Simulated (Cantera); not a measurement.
Input: 1 mol AlN, 0.15 mol HI, 0.099 mol H2, held at 1.10 bar.

Equilibrium computed with Cantera from the NASA thermochemical tables; the gas is ideal and each condensed phase is pure. Candidate condensed phases: Al, AlI3, AlN, I2; 19 gas species. Kinetics and transport are ignored.

log p: log10 of the partial pressure in bar; n: condensed amount in mol.

```json
[
 {"T (K)": "1075", "log p H2": "-0.23", "log p HI": "-0.47", "log p I": "-2.04", "log p AlI3": "-1.01", "log p N2": "-1.31", "log p I2": "-2.12", "log p AlI": "-7.73", "n AlN(s)": "0.978"},
 {"T (K)": "1150", "log p H2": "-0.22", "log p HI": "-0.50", "log p I": "…", "log p AlI3": "-0.98", "log p N2": "-1.28", "log p I2": "-2.16", "log p AlI": "…", "n AlN(s)": "0.976"},
 {"T (K)": "1225", "log p H2": "-0.21", "log p HI": "-0.54", "log p I": "-1.61", "log p AlI3": "-0.96", "log p N2": "-1.26", "log p I2": "-2.19", "log p AlI": "-5.73", "n AlN(s)": "0.975"},
 {"T (K)": "1300", "log p H2": "-0.21", "log p HI": "-0.57", "log p I": "-1.44", "log p AlI3": "-0.95", "log p N2": "-1.26", "log p I2": "-2.23", "log p AlI": "-4.90", "n AlN(s)": "0.974"},
 {"T (K)": "1375", "log p H2": "-0.20", "log p HI": "-0.60", "log p I": "-1.29", "log p AlI3": "-0.95", "log p N2": "-1.25", "log p I2": "-2.26", "log p AlI": "-4.17", "n AlN(s)": "0.974"},
 {"T (K)": "1450", "log p H2": "-0.20", "log p HI": "-0.63", "log p I": "-1.16", "log p AlI3": "-0.96", "log p N2": "-1.26", "log p I2": "-2.30", "log p AlI": "-3.51", "n AlN(s)": "0.974"},
 {"T (K)": "1525", "log p H2": "-0.20", "log p HI": "-0.67", "log p I": "…", "log p AlI3": "-0.97", "log p N2": "-1.27", "log p I2": "-2.35", "log p AlI": "…", "n AlN(s)": "0.975"},
 {"T (K)": "1600", "log p H2": "-0.20", "log p HI": "-0.70", "log p I": "-0.94", "log p AlI3": "-1.00", "log p N2": "-1.28", "log p I2": "-2.39", "log p AlI": "-2.39", "n AlN(s)": "0.975"}
]
```

Question: Fill in the missing entries.

Answer: 
- 1525, log p I: -1.04
- 1525, log p AlI: -2.92
- 1150, log p I: -1.81
- 1150, log p AlI: -6.66
